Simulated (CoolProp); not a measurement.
The numbers come from the reference Helmholtz-energy equation of state, Lemmon 2006 in CoolProp. It is a short technical equation, of lower accuracy than the large ones.

Problem. Give the vapour pressure (MPa), vapour Z, surface tension (mN/m), liquid viscosity (µPa s) of saturated toluene at 345.5, 358.3, 361.5 K.

Solution. 
| T (K) | p (MPa) | vapour Z | surface tension (mN/m) | liquid viscosity (µPa s) |
|---|---|---|---|---|
| 345.5 | 0.0296 | 0.983 | 22.2 | 339 |
| 358.3 | 0.0463 | 0.977 | 20.8 | 303 |
| 361.5 | 0.0515 | 0.975 | 20.4 | 296 |

Viscosity comes from a separate model (Avgeri 2015). Surface tension comes from a separate correlation (Mulero 2012).
